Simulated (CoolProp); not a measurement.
Saturation properties of dimethyl carbonate (Tc = 557.0 K, pc = 4.909 MPa, ω = 0.346).

Model: reference Helmholtz-energy equation of state, Zhou 2011, in CoolProp.

```
T (K)  p (MPa)  liquid density (kg/m³)  vapour density (kg/m³)  enthalpy of vaporisation (kJ/kg)  liquid cp (kJ/(kg K))  surface tension (mN/m)
-----  -------  ----------------------  ----------------------  --------------------------------  ---------------------  ----------------------
362.1  0.09765                   975.7                   3.006                             376.5                  1.955                    19.2
376.9   0.1536                   954.3                   4.597                             366.0                  1.994                    17.2
391.8   0.2328                   932.1                   6.799                             355.0                  2.035                    15.2
406.6   0.3397                   909.4                   9.732                             343.5                  2.080                    13.4
421.5   0.4820                   885.6                   13.62                             331.3                  2.128                    11.6
436.3   0.6646                   861.0                   18.62                             318.3                  2.180                    9.85
451.1   0.8954                   835.1                   25.03                             304.2                  2.239                    8.21
466      1.185                   807.4                   33.31                             288.7                  2.309                    6.65
480.8    1.537                   777.7                   43.88                             271.5                  2.398                    5.20
495.6    1.966                   745.1                   57.63                             251.9                  2.520                    3.85
```

It boils at 363.3 K under 1 atm.

Surface tension comes from a separate correlation (Mulero 2014).
